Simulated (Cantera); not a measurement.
# Thermodynamics of titanium nitride, carbide and oxide coatings, feed Ti(OiPr)4 + C3H8

A closed system holds: 1 mol Ti(OiPr)4, 0.56 mol C3H8, held at 13.3 mbar.

Equilibrium computed with Cantera from the NASA thermochemical tables; the gas is ideal and each condensed phase is pure. Candidate condensed phases: C, C6H6, C7H8, C8H18, H2O, Ti, TiC, TiO, TiO2, Ti2O3, Ti3O5, Ti4O7; 113 gas species. The feed counts by its element totals alone. Mutual solubility and eutectic melting of coexisting phases are not modelled. TiC: taken at fixed stoichiometry. Kinetics and transport are ignored.

At 1223 K the condensed part is C(graphite) + TiC(s) + Ti3O5(s). From 1323 K to 2123 K the condensed part is C(graphite) + TiC(s).

```
T (K)   x H2   x CO       x H  x C2H2 (acetylene)     x CH4  n C(graphite)  n TiC(s)  n Ti3O5(s)
-----  -----  -----  --------  ------------------  --------  -------------  --------  ----------
1223   0.825  0.174   2.37e-6             1.29e-7  0.000121           9.59     0.659       0.114
1323   0.802  0.198   1.23e-5             6.62e-7   5.83e-5           8.68      1.00           0
1423   0.802  0.198   5.15e-5             2.75e-6   3.27e-5           8.68      1.00           0
1523   0.802  0.198  0.000179             9.48e-6   1.98e-5           8.68      1.00           0
1623   0.802  0.198  0.000536             2.79e-5   1.27e-5           8.68      1.00           0
1723   0.801  0.197   0.00141             7.25e-5   8.61e-6           8.68      1.00           0
1823   0.799  0.197   0.00335            0.000169   6.08e-6           8.67      1.00           0
1923   0.795  0.197   0.00728            0.000359   4.43e-6           8.67      1.00           0
2023   0.788  0.196    0.0146            0.000704   3.31e-6           8.65     1.000           0
2123   0.776  0.195    0.0274             0.00129   2.51e-6           8.63     1.000           0
```
x: gas mole fraction; n: condensed amount in mol.
